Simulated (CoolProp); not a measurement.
Properties of octamethyltrisiloxane (MDM) along the isotherm 253.15 °C (Tc = 292.2 °C, pc = 1438 kPa, ω = 0.528).

Computed with CoolProp (reference Helmholtz-energy equation of state, Thol 2017).

```
p (kPa)   phase  density (kg/m³)  cv (kJ/(kg K))  fugacity coefficient
-------  ------  ---------------  --------------  --------------------
45.5        gas            2.494           1.957                0.9862
80.8        gas            4.480           1.959                0.9754
144         gas            8.157           1.962                0.9562
256         gas            15.11           1.969                0.9222
455         gas            29.34           1.982                0.8616
808      liquid            510.0           2.038                0.7392
1440     liquid            526.7           2.033                0.4430
2560     liquid            547.0           2.028                0.2789
4550     liquid            571.3           2.023                0.1902
8080     liquid            599.7           2.020                0.1483
14400    liquid            632.7           2.019                0.1447
```
